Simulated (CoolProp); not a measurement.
Vapour-liquid equilibrium of CF4 (R14) (1) + ethane (2) at 207.8 K; x and y are mole fractions of (1).

Model: multi-fluid Helmholtz-energy mixture model, Platzer 1990 and Bücker 2006; pair parameters Bell 2016, in CoolProp. This equation is an older, rougher fit; its heat capacities, sound speeds and derivatives of the liquid may be far off and weren't checked against measurements.

| x | bubble pressure (bar) | y at the bubble point | dew pressure at overall composition x (bar) | liquid density (mol/L) |
|---|---|---|---|---|
| 0.05 | 6.560 | 0.522 | (withheld) | 16.89 |
| 0.2 | 12.22 | 0.738 | 3.845 | 16.28 |
| 0.35 | 14.29 | 0.779 | 4.768 | 15.64 |
| 0.5 | (withheld) | 0.804 | (withheld) | 15.00 |
| 0.65 | 16.70 | 0.836 | (withheld) | 14.37 |
| 0.8 | 18.20 | 0.887 | 15.29 | 13.82 |
| 0.95 | 19.81 | 0.966 | 19.53 | 13.37 |

Some entries are withheld; supply them.


- 0.05, dew pressure at overall composition x (bar): 3.217
- 0.5, bubble pressure (bar): 15.47
- 0.5, dew pressure at overall composition x (bar): 6.261
- 0.65, dew pressure at overall composition x (bar): 9.085

No azeotrope shows between x = 0.05 and 0.95.

Pair parameters are fitted to limited data, so mixtures are less certain than the pure fluids. With so large a gap from Raoult's law the liquid may split in two, which this calculation doesn't test in full.
